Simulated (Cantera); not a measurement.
Charge: 1 mol SiCl4, 1.8 mol HCl, 12 mol H2, equilibrated at 1523 K and 1 atm.

Equilibrium computed with Cantera from the NASA thermochemical tables; the gas is ideal and each condensed phase is pure. The tables' values for SiCl3 are old estimates; treat these amounts as uncertain. Rates play no part.

```json
[
 {"species": "H2", "before": "0.743", "after": "0.799"},
 {"species": "HCl", "before": "0.192", "after": "0.133"},
 {"species": "SiCl4", "before": "0.0181", "after": "0.0563"},
 {"species": "SiCl2", "before": "0.0262", "after": "0.000352"},
 {"species": "SiCl3", "before": "0.0126", "after": "0.00150"},
 {"species": "H", "before": "1.98e-5", "after": "1.75e-7"},
 {"species": "SiH3Cl", "before": "1.14e-5", "after": "1.15e-6"},
 {"species": "SiH2Cl2", "before": "0.000553", "after": "0.000196"},
 {"species": "SiHCl3", "before": "0.00789", "after": "0.00918"}
]
```
Gas species are given as mole fractions.

Question: What was changed between the two runs?
(A) temperature from 1523 K to 1200 K
(B) HCl from 1.8 to 5.3 mol
(C) temperature from 1523 K to 1700 K
(D) pressure from 1 atm to 0.280 bar

Answer: A, temperature from 1523 K to 1200 K
